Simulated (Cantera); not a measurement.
Feed: 1 mol C₂F₆, 0.16 mol H₂, held at 2702 °C and 1.00 Torr.

Method: chemical equilibrium by Gibbs-energy minimisation in Cantera with the NASA 1993 tables (ideal gas, pure condensed phases). Candidate condensed phases: C, C₆H₆, C₇H₈, C₈H₁₈; 95 gas species. The feed counts by its element totals alone. Equilibrium is a limit: real reactors are often held back by kinetics, nucleation or transport.

**Question.** What is the equilibrium state?

**Answer.** 
```
Item                                        Value
--------------------------------------  ---------
x(F)                                        0.791
x(C₃)                                      0.0642
x(CF)                                      0.0617
x(HF)                                      0.0430
x(C)                                       0.0213
x(C₂)                                     0.00913
x(H)                                      0.00515
x(CF₂)                                    0.00406
x(C₅)                                    0.000550
gas amount                              6.640 mol
log10 activity of C(graphite) (absent)      -0.15
```
